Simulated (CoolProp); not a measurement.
Vapour-liquid equilibrium of cyclohexane (1) + p-xylene (2) at 74.8 kPa; x and y are mole fractions of (1).

Model: multi-fluid Helmholtz-energy mixture model, Zhou 2014 and Zhou 2012; pair parameters Bell 2016, in CoolProp.

Task: Give the bubble temperature and the first vapour's composition at x = 0.05, 0.425, 0.875. Is there an azeotrope?

Result: x = 0.05: 119.7 °C, y = 0.233; x = 0.425: 89.2 °C, y = 0.814; x = 0.875: 74.1 °C, y = 0.971. No azeotrope shows between x = 0.05 and 0.95.

The pair parameters rest on a limited set of measurements; away from them the model extrapolates.
